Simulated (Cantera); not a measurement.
Charge: 1 mol C₂H₂, 1.7 mol NH₃, held at 5.93 Torr.

These are equilibrium values from Cantera (NASA tables, ideal gas, pure condensed phases), not measurements of a reactor. Candidate condensed phases: C, C₆H₆, C₇H₈, C₈H₁₈; 92 gas species. The numbers say what is thermodynamically allowed, not how fast it happens.

### Question
At 2125 K, list the 4 most abundant gas species with their mole fractions, and the condensed phases.

### Answer
H₂ 0.768, N₂ 0.185, H 0.0358, HCN 0.00883. Condensed: C(graphite).
